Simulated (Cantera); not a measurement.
Cantera run, input and output.

```python
import numpy as np
import cantera as ct

gas = ct.Solution("gri30.yaml")
gas.TPX = 1248, 520000, {'CH4': 1, 'O2': 1.18, 'N2': 4.42, 'H2': 0.26}
reactor = ct.IdealGasConstPressureReactor(gas, energy="on", clone=False)
net = ct.ReactorNet([reactor])
net.rtol, net.atol = 1e-08, 1e-16
show = ['CH4', 'O2', 'NO', 'O', 'N2O', 'H2', 'C2H2']
times = np.geomspace(1e-06, 2, 12)

steps = ct.SolutionArray(gas, extra=["t"])
rows = []
print(f"{'t/s':>10s}{'T/K':>9s}{'P/Pa':>11s}" + "".join(f"{s:>11s}" for s in show))
for t in times:
    while net.time < t:
        t_next = net.step()
        steps.append(gas.state, t=t_next)
    rows.append([np.interp(t, steps.t, y) for y in (steps.T, steps.P, *steps(*show).X.T)])
    print(f"{t:10.3e}{rows[-1][0]:9.1f}{rows[-1][1]:11.4g}" + "".join(f"{x:11.3e}" for x in rows[-1][2:]))
rate = np.gradient(steps.T, steps.t)
print("integrator steps:", len(steps.t))
if steps.T.max() > steps.T[0] + 200:
    print(f"time of steepest temperature rise: {steps.t[rate.argmax()]:.4e} s")
gas.TPX = 1248, 520000, {'CH4': 1, 'O2': 1.18, 'N2': 4.42, 'H2': 0.26}
gas.equilibrate("HP")
print(f"equilibrium (HP): T = {gas.T:.1f} K  " + "  ".join(f"{s} {gas[s].X[0]:.3e}" for s in show))
```

It prints:

```
       t/s      T/K       P/Pa        CH4         O2         NO          O        N2O         H2       C2H2
 1.000e-06   1248.0    5.2e+05  1.458e-01  1.720e-01  3.866e-20  1.414e-10  2.068e-15  3.790e-02  6.746e-24
 3.740e-06   1248.0    5.2e+05  1.458e-01  1.720e-01  2.722e-19  2.582e-10  1.886e-14  3.790e-02  3.652e-21
 1.398e-05   1248.0    5.2e+05  1.458e-01  1.720e-01  2.792e-18  8.166e-10  2.296e-13  3.790e-02  1.474e-18
 5.230e-05   1248.0    5.2e+05  1.458e-01  1.720e-01  9.835e-17  6.302e-09  4.058e-12  3.790e-02  1.818e-15
 1.956e-04   1250.0    5.2e+05  1.454e-01  1.717e-01  1.321e-13  1.422e-07  1.953e-10  3.776e-02  2.909e-10
 7.313e-04   1286.3    5.2e+05  1.397e-01  1.672e-01  3.016e-12  3.159e-07  2.841e-09  3.707e-02  3.484e-07
 2.735e-03   2471.8    5.2e+05  1.737e-10  6.801e-06  1.619e-04  1.449e-05  1.425e-08  1.361e-01  1.965e-13
 1.023e-02   2472.2    5.2e+05  1.716e-10  6.834e-06  1.110e-04  1.455e-05  1.172e-08  1.361e-01  1.940e-13
 3.824e-02   2472.3    5.2e+05  1.715e-10  6.837e-06  1.070e-04  1.456e-05  1.156e-08  1.361e-01  1.939e-13
 1.430e-01   2472.3    5.2e+05  1.715e-10  6.837e-06  1.070e-04  1.456e-05  1.156e-08  1.361e-01  1.939e-13
 5.348e-01   2472.3    5.2e+05  1.715e-10  6.837e-06  1.070e-04  1.456e-05  1.156e-08  1.361e-01  1.939e-13
 2.000e+00   2472.3    5.2e+05  1.715e-10  6.837e-06  1.070e-04  1.456e-05  1.156e-08  1.361e-01  1.939e-13
integrator steps: 2143
time of steepest temperature rise: 1.1738e-03 s
equilibrium (HP): T = 2472.3 K  CH4 1.936e-10  O2 6.837e-06  NO 1.070e-04  O 1.456e-05  N2O 1.156e-08  H2 1.361e-01  C2H2 2.159e-13
```

Cantera simulation using GRI-Mech 3.0 (53 species, 325 reactions); the numbers are that mechanism's predictions, not measurements.
